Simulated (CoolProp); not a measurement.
Decamethyltetrasiloxane (MD2M) along the isotherm 600 K: density (kg/m³) from the reference equation and from simpler models built on Tc = 599.4 K, pc = 11.44 bar, ω = 0.635; each cubic takes its own stable root.

Computed with CoolProp (reference Helmholtz-energy equation of state, Thol 2017).

```csv
p (bar),phase,reference
0.381,gas,2.399
0.763,gas,4.857
1.14,gas,7.339
1.53,gas,9.967
1.91,gas,12.59
2.29,gas,15.28
2.67,gas,18.05
3.05,gas,20.89
3.43,gas,23.81
3.81,gas,26.82
4.19,gas,29.94
4.58,gas,33.24
4.96,gas,36.57
5.34,gas,40.04
5.72,gas,43.65
```

Q: How far does each simpler model (ideal gas, Redlich-Kwong) lie from the reference over these 15 states: mean and median of the absolute difference, and the worst?

A: 
- ideal gas: mean 9.3 %, median 9.1 %, worst -18.4 % at 600 K and 5.72 bar
- Redlich-Kwong: mean 0.7 %, median 0.6 %, worst +1.3 % at 600 K and 5.72 bar
